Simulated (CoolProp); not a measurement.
Properties of R1132(E) along the isotherm 126.85 °C.

Values from CoolProp's reference Helmholtz-energy equation of state, Akasaka 2024.

| p (kPa) | phase | cv (kJ/(kg K)) | speed of sound (m/s) | Joule-Thomson coefficient (K/MPa) | expansivity (1/kK) | fugacity coefficient |
|---|---|---|---|---|---|---|
| 591 | gas | 0.9866 | (withheld) | 7.117 | 2.736 | 0.9756 |
| 1180 | gas | 0.9942 | 233.9 | 7.205 | 3.001 | 0.9515 |
| 1770 | gas | 1.002 | 229.5 | 7.291 | 3.304 | (withheld) |
| 2360 | gas | 1.011 | 225.0 | 7.373 | 3.651 | 0.9042 |
| 2950 | gas | 1.020 | 220.4 | (withheld) | 4.052 | 0.8810 |
| 3550 | gas | 1.030 | 215.7 | 7.515 | 4.527 | 0.8577 |
| 4140 | gas | 1.040 | 211.1 | 7.567 | 5.076 | 0.8350 |
| 4730 | gas | 1.051 | 206.6 | (withheld) | 5.724 | 0.8126 |
| 5320 | supercritical | (withheld) | (withheld) | (withheld) | (withheld) | 0.7905 |
| 5910 | supercritical | 1.074 | 197.7 | 7.566 | 7.416 | 0.7687 |
| 6500 | supercritical | 1.087 | 193.7 | 7.480 | 8.516 | 0.7471 |

**Question.** What belongs in the gaps?

**Answer.** 
- 591, speed of sound (m/s): 238.3
- 1770, fugacity coefficient: 0.9277
- 2950, Joule-Thomson coefficient (K/MPa): 7.449
- 4730, Joule-Thomson coefficient (K/MPa): 7.598
- 5320, cv (kJ/(kg K)): 1.062
- 5320, speed of sound (m/s): 202.1
- 5320, Joule-Thomson coefficient (K/MPa): 7.600
- 5320, expansivity (1/kK): 6.495
